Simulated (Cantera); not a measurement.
A perfectly stirred reactor is fed with NO : N2 = 1 : 2.8 (molar parts), at 0.0200 bar; it is held at 2098 K, and followed from long to short residence time.

Model: GRI-Mech 3.0 (53 species, 325 reactions), integrated in Cantera. Radical loss at walls, strong at low pressure, is not modelled.

Task: What does this change do: N2 2.8 to 0.43 parts?

Result: 
```tsv
quantity	before	after
x(NO) at τ = 5.60 s	0.113	0.215
x(O2) at τ = 5.60 s	0.0736	0.239
x(N2) at τ = 5.60 s	0.811	0.541
x(O) at τ = 5.60 s	0.00267	0.00482
x(NO2) at τ = 5.60 s	1.39e-5	4.74e-5
x(NO) at τ = 90.0 ms	0.262	0.688
x(O2) at τ = 90.0 ms	0.000499	0.00468
x(N2) at τ = 90.0 ms	0.737	0.306
x(O) at τ = 90.0 ms	0.000397	0.00126
x(NO2) at τ = 90.0 ms	4.00e-6	2.59e-5
```

Task: What does this change do: temperature 2098 to 1950 K?

Result: 
```json
[
 {"quantity": "x(NO) at τ = 5.60 s", "before": "0.113", "after": "0.225"},
 {"quantity": "x(O2) at τ = 5.60 s", "before": "0.0736", "after": "0.0187"},
 {"quantity": "x(N2) at τ = 5.60 s", "before": "0.811", "after": "0.756"},
 {"quantity": "x(O) at τ = 5.60 s", "before": "0.00267", "after": "0.000507"},
 {"quantity": "x(NO2) at τ = 5.60 s", "before": "1.39e-5", "after": "1.77e-5"},
 {"quantity": "x(NO) at τ = 90.0 ms", "before": "0.262", "after": "0.263"},
 {"quantity": "x(O2) at τ = 90.0 ms", "before": "0.000499", "after": "9.08e-5"},
 {"quantity": "x(N2) at τ = 90.0 ms", "before": "0.737", "after": "0.737"},
 {"quantity": "x(O) at τ = 90.0 ms", "before": "0.000397", "after": "0.000119"},
 {"quantity": "x(NO2) at τ = 90.0 ms", "before": "4.00e-6", "after": "4.27e-6"}
]
```

Task: What does this change do: pressure from 0.0200 bar to 2.00 bar?

Result: 
```tsv
quantity	before	after
x(NO) at τ = 5.60 s	0.113	0.0240
x(O2) at τ = 5.60 s	0.0736	0.119
x(N2) at τ = 5.60 s	0.811	0.856
x(O) at τ = 5.60 s	0.00267	0.000338
x(NO2) at τ = 5.60 s	1.39e-5	3.77e-5
x(NO) at τ = 90.0 ms	0.262	0.200
x(O2) at τ = 90.0 ms	0.000499	0.0313
x(N2) at τ = 90.0 ms	0.737	0.768
x(O) at τ = 90.0 ms	0.000397	0.000185
x(NO2) at τ = 90.0 ms	4.00e-6	0.000170
```
